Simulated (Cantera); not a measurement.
Mixture: H₂ : O₂ : N₂ : NO = 1 : 0.98 : 3.69 : 0.0064 (molar parts), at 500000 Pa, adiabatic and at constant volume. Ignition delay is the time to a rise of 400 K.

Model: GRI-Mech 3.0 (53 species, 325 reactions), integrated in Cantera. The hydrogen kinetics of GRI-Mech 3.0 are dated; newer H2 mechanisms differ, most at raised pressure. The mechanism lacks 2 NO + O2 → 2 NO2 and HONO, so NO2 and the effect of NO are under-described below about 1400 K. Below about 950 K walls govern HO2 and H2O2 in real vessels.

```csv
quantity,before,after
delay at 900 K,1.32 ms,1.15 ms
delay at 975 K,0.409 ms,0.403 ms
delay at 1050 K,0.118 ms,0.130 ms
delay at 1125 K,35.5 µs,46.7 µs
delay at 1200 K,14.3 µs,21.2 µs
delay at 1275 K,7.91 µs,12.2 µs
delay at 1350 K,5.23 µs,8.15 µs
apparent activation energy between 1200 and 1350 K,90 kJ/mol,86 kJ/mol
```

Q: Name the change that produced these shifts.
A. constant pressure in place of constant volume
B. O2 0.98 to 0.46 parts
C. O2 0.98 to 0.3 parts
D. pressure from 500000 Pa to 100000 Pa

A: B, O2 0.98 to 0.46 parts
